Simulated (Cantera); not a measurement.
Mixture: CH₄ : O₂ : N₂ = 1 : 3.85 : 14.5 (molar parts), equivalence ratio 0.52, at 413 Torr, adiabatic and at constant volume. Ignition delay is the time to a rise of 400 K.

Computed with Cantera and GRI-Mech 3.0 (53 species, 325 reactions).

What does this change do: pressure from 413 Torr to 825 Torr?


```
quantity                                                before       after
--------------------------------------------------  ----------  ----------
delay at 1150 K                                        0.110 s     60.6 ms
delay at 1250 K                                        25.1 ms     14.5 ms
delay at 1350 K                                        6.94 ms     4.08 ms
delay at 1450 K                                        2.35 ms     1.36 ms
delay at 1550 K                                       0.968 ms    0.540 ms
delay at 1650 K                                       0.461 ms    0.249 ms
delay at 1750 K                                       0.243 ms    0.128 ms
apparent activation energy between 1550 and 1750 K  160 kJ/mol  160 kJ/mol
```
